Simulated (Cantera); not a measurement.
## Hydrocarbon pyrolysis for carbon deposition

A perfectly stirred reactor is fed with 9.91 % CH4, 85.2 % N2, 4.86 % H2O, at 7100 Pa; it is held at 1775 K, and followed from long to short residence time.

Detailed kinetics in Cantera: GRI-Mech 3.0 (53 species, 325 reactions). GRI-Mech 3.0 stops at C3 and has no aromatics, soot or wall deposition, so with more carbon than oxygen in the feed, carbon stays in small species such as C2H2 where larger ones or solid carbon would form.

```tsv
τ (s)	x CH4	x HCN	x H	x C2H2	x H2	x CH2	x C2H
3.5	0.00431	7.63e-5	0.000383	0.0285	0.166	5.05e-7	5.18e-7
0.99	0.00804	3.09e-5	0.000317	0.0330	0.145	8.19e-7	5.68e-7
0.28	0.0156	1.10e-5	0.000242	0.0343	0.121	1.22e-6	5.36e-7
0.081	0.0299	3.40e-6	0.000170	0.0294	0.0953	1.66e-6	4.11e-7
0.023	0.0529	7.56e-7	0.000100	0.0182	0.0605	2.02e-6	2.32e-7
0.0065	0.0805	6.95e-8	3.51e-5	0.00487	0.0213	1.74e-6	5.29e-8
0.0019	0.0965	9.98e-10	4.88e-6	0.000164	0.00209	5.13e-7	8.68e-10
0.00053	0.0987	1.85e-11	1.34e-6	1.14e-6	0.000193	5.42e-8	1.91e-12
0.00015	0.0990	<1e-12	1.07e-6	7.08e-9	4.45e-5	5.27e-9	<1e-12
```
x: mole fraction; the columns are a selection and need not sum to one.
